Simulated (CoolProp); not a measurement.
Aqueous calcium chloride as a coolant, at -12 °C, 1 atm.

Computed with CoolProp (Melinder's fits for secondary coolants).

| mass % | freezing point (°C) | viscosity (mPa s) | conductivity (W/(m K)) | Prandtl number | density (kg/m³) |
|---|---|---|---|---|---|
| 18 | [?] | 4.28 | 0.530 | [?] | 1167 |
| 20.4 | [?] | [?] | [?] | 26.8 | 1192 |
| 22.7 | -23.4 | [?] | 0.525 | [?] | 1216 |
| 25 | [?] | 5.91 | 0.522 | 32.0 | 1241 |
| 27.3 | -36.3 | 6.78 | 0.519 | 36.0 | 1267 |
| 29.6 | -46.0 | 7.94 | 0.517 | 41.5 | 1293 |

### Question
What belongs in the gaps?

### Answer

- 18, freezing point (°C): -15.1
- 18, Prandtl number: 25.1
- 20.4, freezing point (°C): -19.0
- 20.4, viscosity (mPa s): 4.72
- 20.4, conductivity (W/(m K)): 0.528
- 22.7, viscosity (mPa s): 5.24
- 22.7, Prandtl number: 29.0
- 25, freezing point (°C): -29.0
